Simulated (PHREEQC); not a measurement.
A PHREEQC input (ion-association model, phreeqc.dat):

```
SOLUTION 1
  temp 28
  units M
  pH 6.55
  pe 1.7
  Na 3.73
  K 0.858
  Ca 2.63
  Mg 3.45
  Cl 4.33
  S(6) 3.34 as SO4
  Alkalinity 25.2 as HCO3
  Br 0.0287
  Sr 0.0546
END
USE solution 1
EQUILIBRIUM_PHASES 1
  Quartz 0 0.5
  CO2(g) -3.4 10
END
```

It stops with these messages:

```
ERROR: Calculations terminating due to input errors.
```

The fault: a unit that the program doesn't know. The line should read `units mg/L` where the input has `units M`. With the mend the run ends at pH 7.83 and ionic strength 0.000839 mol/kgw.
